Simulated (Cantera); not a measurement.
An isothermal, constant-pressure homogeneous reactor starts with CH4 : N2 = 1 : 31 (molar parts), at 1300 K and 13300 Pa. Integrator tolerance rtol = 1e-08.

Cantera simulation using GRI-Mech 3.0 (53 species, 325 reactions); the numbers are that mechanism's predictions, not measurements. GRI-Mech 3.0 stops at C3 and has no aromatics, soot or wall deposition, so with more carbon than oxygen in the feed, carbon stays in small species such as C2H2 where larger ones or solid carbon would form.

Task: What does this change do: N2 31 to 58 parts?

Result: 
```csv
quantity,before,after
x(CH4) at 50.0 s,0.0283 (gas-phase equilibrium 0.000742),0.0152 (gas-phase equilibrium 0.000187)
x(HCN) at 50.0 s,1.64e-11 (gas-phase equilibrium 0.0227),3.00e-11 (gas-phase equilibrium 0.0140)
x(H) at 50.0 s,5.41e-8 (gas-phase equilibrium 6.42e-7),4.60e-8 (gas-phase equilibrium 4.79e-7)
x(C2H2) at 50.0 s,0.00130 (gas-phase equilibrium 0.00340),0.000747 (gas-phase equilibrium 0.00125)
x(CH3) at 50.0 s,7.05e-6 (gas-phase equilibrium 2.11e-7),5.53e-6 (gas-phase equilibrium 7.13e-8)
x(CH2) at 50.0 s,5.41e-11 (gas-phase equilibrium 1.87e-12),6.15e-11 (gas-phase equilibrium <1e-12)
x(C2H) at 50.0 s,7.57e-12 (gas-phase equilibrium 2.21e-11),6.39e-12 (gas-phase equilibrium 1.08e-11)
```

Task: What does this change do: CH4 1 to 1.4 parts?

Result: 
| quantity | before | after |
|---|---|---|
| x(CH4) at 50.0 s | 0.0283 (gas-phase equilibrium 0.000742) | 0.0392 (gas-phase equilibrium 0.00149) |
| x(HCN) at 50.0 s | 1.64e-11 (gas-phase equilibrium 0.0227) | 1.20e-11 (gas-phase equilibrium 0.0286) |
| x(H) at 50.0 s | 5.41e-8 (gas-phase equilibrium 6.42e-7) | 5.94e-8 (gas-phase equilibrium 7.46e-7) |
| x(C2H2) at 50.0 s | 0.00130 (gas-phase equilibrium 0.00340) | 0.00174 (gas-phase equilibrium 0.00556) |
| x(CH3) at 50.0 s | 7.05e-6 (gas-phase equilibrium 2.11e-7) | 8.02e-6 (gas-phase equilibrium 3.65e-7) |
| x(CH2) at 50.0 s | 5.41e-11 (gas-phase equilibrium 1.87e-12) | 5.07e-11 (gas-phase equilibrium 2.78e-12) |
| x(C2H) at 50.0 s | 7.57e-12 (gas-phase equilibrium 2.21e-11) | 8.34e-12 (gas-phase equilibrium 3.11e-11) |

Task: What does this change do: N2 31 to 41 parts?

Result: 
```tsv
quantity	before	after
x(CH4) at 50.0 s	0.0283 (gas-phase equilibrium 0.000742)	0.0215 (gas-phase equilibrium 0.000406)
x(HCN) at 50.0 s	1.64e-11 (gas-phase equilibrium 0.0227)	2.15e-11 (gas-phase equilibrium 0.0184)
x(H) at 50.0 s	5.41e-8 (gas-phase equilibrium 6.42e-7)	5.02e-8 (gas-phase equilibrium 5.65e-7)
x(C2H2) at 50.0 s	0.00130 (gas-phase equilibrium 0.00340)	0.00101 (gas-phase equilibrium 0.00220)
x(CH3) at 50.0 s	7.05e-6 (gas-phase equilibrium 2.11e-7)	6.33e-6 (gas-phase equilibrium 1.31e-7)
x(CH2) at 50.0 s	5.41e-11 (gas-phase equilibrium 1.87e-12)	5.73e-11 (gas-phase equilibrium 1.32e-12)
x(C2H) at 50.0 s	7.57e-12 (gas-phase equilibrium 2.21e-11)	7.01e-12 (gas-phase equilibrium 1.62e-11)
```
